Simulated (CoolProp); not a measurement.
Vapour-liquid equilibrium of hydrogen sulfide (1) + propane (2) at 328.6 K; x and y are mole fractions of (1).

Model: multi-fluid Helmholtz-energy mixture model, Lemmon 2006 and Lemmon 2009; pair parameters Kunz 2012, in CoolProp.

**Question.** Give the bubble pressure and the first vapour's composition at x = 0.35, 0.5, 0.8. Is there an azeotrope?

**Answer.** x = 0.35: 3250 kPa, y = 0.494; x = 0.5: 3627 kPa, y = 0.611; x = 0.8: 4045 kPa, y = 0.817. y crosses x between x = 0.8 and 0.95: the model has an azeotrope there.

The pair parameters rest on a limited set of measurements; away from them the model extrapolates.
